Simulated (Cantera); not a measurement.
A closed system holds: 1 mol Pb, 1.1 mol CO, 42 mol N2, at 950 K and 0.133 bar.

Equilibrium computed with Cantera from the NASA thermochemical tables; the gas is ideal and each condensed phase is pure. Candidate condensed phases: C, Pb, PbO, PbO2, Pb3O4; 27 gas species. Kinetics and transport are ignored.

Base state: N2 0.975, CO 0.0252, CO2 0.000142, Pb 3.77e-5 (mole fractions); condensed: C(graphite) + Pb(l).

**Question.** What changes in the equilibrium state with this change: Pb replaced by Fe(CO)5?

**Answer.** 
```csv
species,before,after
N2,0.975,0.876
CO,0.0252,0.121
CO2,0.000142,0.00325
Pb,3.77e-5,0
"C(graphite), mol",0.00612,0.156
"Pb(l), mol",0.998,0
"Fe(α), mol",0,1.00
```
Condensed phases not in the tables: cementite and carbon dissolved in iron. Further candidate phases: Fe, Fe(CO)5, FeO, Fe2O3, Fe3O4.
